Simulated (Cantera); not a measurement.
Cantera run, input and output.

```python
import numpy as np
import cantera as ct

gas = ct.Solution("gri30.yaml")


def delay(T, t_max=10):
    gas.TPX = T, 100000, {'H2': 1, 'O2': 0.455, 'N2': 1.7}
    reactor = ct.IdealGasReactor(gas, clone=False)
    net = ct.ReactorNet([reactor])
    net.rtol, net.atol = 1e-8, 1e-16
    while net.time < t_max:
        t_old, T_old = net.time, reactor.T
        net.step()
        if reactor.T > T + 400:  # ignition: a rise of 400 K
            return t_old + (T + 400 - T_old) / (reactor.T - T_old) * (net.time - t_old)
    return np.nan


taus = []
for T in [1075, 1125, 1175, 1225, 1275, 1325, 1375, 1425, 1475]:
    taus.append(delay(T))
    print(f"T0 = {T:6g} K   tau = {taus[-1]:.4e} s")
```

Result:

```
T0 =   1075 K   tau = 1.0820e-04 s
T0 =   1125 K   tau = 7.1691e-05 s
T0 =   1175 K   tau = 5.1716e-05 s
T0 =   1225 K   tau = 3.9341e-05 s
T0 =   1275 K   tau = 3.1101e-05 s
T0 =   1325 K   tau = 2.5363e-05 s
T0 =   1375 K   tau = 2.1253e-05 s
T0 =   1425 K   tau = 1.8261e-05 s
T0 =   1475 K   tau = 1.6067e-05 s
```

Detailed kinetics in Cantera: GRI-Mech 3.0 (53 species, 325 reactions). Where the delays flatten at high temperature, the 400 K rule measures the pace of heat release, not the induction time.
